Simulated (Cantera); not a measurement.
A perfectly stirred reactor is fed with CH4 : H2O : H2 = 1 : 0.33 : 0.16 (molar parts), at 9.87 atm; it is held at 1375 K, and followed from long to short residence time.

Model: GRI-Mech 3.0 (53 species, 325 reactions), integrated in Cantera. GRI-Mech 3.0 stops at C3 and has no aromatics, soot or wall deposition, so with more carbon than oxygen in the feed, carbon stays in small species such as C2H2 where larger ones or solid carbon would form.

Problem. What does this change do: pressure from 9.87 atm to 0.132 atm?

Solution. 
```csv
quantity,before,after
x(CH4) at τ = 1.10 s,0.546,0.645
x(H2O) at τ = 1.10 s,0.208,0.218
x(H2) at τ = 1.10 s,0.202,0.128
x(HO2) at τ = 1.10 s,<1e-12,<1e-12
x(CO2) at τ = 1.10 s,0.000118,2.87e-7
x(CH4) at τ = 48.0 ms,0.659,0.670
x(H2O) at τ = 48.0 ms,0.220,0.221
x(H2) at τ = 48.0 ms,0.116,0.108
x(HO2) at τ = 48.0 ms,<1e-12,<1e-12
x(CO2) at τ = 48.0 ms,5.80e-8,5.13e-11
```

Problem. What does this change do: temperature 1375 to 1250 K?

Solution. 
```csv
quantity,before,after
x(CH4) at τ = 1.10 s,0.546,0.664
x(H2O) at τ = 1.10 s,0.208,0.221
x(H2) at τ = 1.10 s,0.202,0.112
x(HO2) at τ = 1.10 s,<1e-12,<1e-12
x(CO2) at τ = 1.10 s,0.000118,4.66e-8
x(CH4) at τ = 48.0 ms,0.659,0.671
x(H2O) at τ = 48.0 ms,0.220,0.221
x(H2) at τ = 48.0 ms,0.116,0.108
x(HO2) at τ = 48.0 ms,<1e-12,<1e-12
x(CO2) at τ = 48.0 ms,5.80e-8,1.41e-11
```
